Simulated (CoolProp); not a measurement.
R507A along the isobar 511 kPa: fugacity coefficient from the reference equation and from simpler models built on Tc = 70.6 °C, pc = 3705 kPa, ω = 0.286; each cubic takes its own stable root.

Model: reference Helmholtz-energy equation of state, Lemmon 2003, in CoolProp. It is a pseudo-pure fit of the blend.

```tsv
T (°C)	phase	reference	van der Waals	Redlich-Kwong	Soave-Redlich-Kwong	Peng-Robinson
-37.25	liquid	0.2923	0.9015	0.5023	0.2963	0.2949
-21.25	liquid	0.5394	0.9152	0.8289	0.5515	0.5448
10.85	gas	0.9028	0.9358	0.9201	0.9137	0.9080
26.95	gas	0.9202	0.9435	0.9315	0.9273	0.9218
42.95	gas	0.9335	0.9501	0.9408	0.9384	0.9331
58.95	gas	0.9441	0.9556	0.9485	0.9477	0.9425
75.05	gas	0.9526	0.9604	0.9551	0.9554	0.9504
91.05	gas	0.9595	0.9646	0.9606	0.9619	0.9571
107.15	gas	0.9653	0.9682	0.9653	0.9674	0.9628
123.15	gas	0.9700	0.9713	0.9693	0.9720	0.9677
139.15	gas	0.9741	0.9740	0.9728	0.9760	0.9719
```

At some of these states van der Waals gives the other phase, because its saturation line lies elsewhere.
